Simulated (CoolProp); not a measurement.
Saturation properties of CH2F2 (R32) (Tc = 78.1 °C, pc = 5.783 MPa, ω = 0.277).

Values from CoolProp's reference Helmholtz-energy equation of state, Tillner-Roth 1997.

```tsv
T (°C)	p (MPa)	liquid cp (kJ/(kg K))	vapour Z	vapour viscosity (µPa s)
-68.35	0.03993	1.568	0.9769	9.10
-52.95	0.09479	1.585	0.9597	9.81
-37.65	0.1971	1.613	0.9359	10.5
-22.25	0.3724	1.653	0.9042	11.2
-6.95	0.6468	1.711	0.8643	12.0
8.45	1.057	1.795	0.8147	12.8
23.85	1.638	1.924	0.7541	13.7
39.15	2.427	2.146	0.6804	14.8
54.55	3.484	2.637	0.5868	16.5
```

It boils at -51.7 °C under 1 atm.

Viscosity comes from a separate model (Bell 2016), an estimate that may be off by 10 % or more.
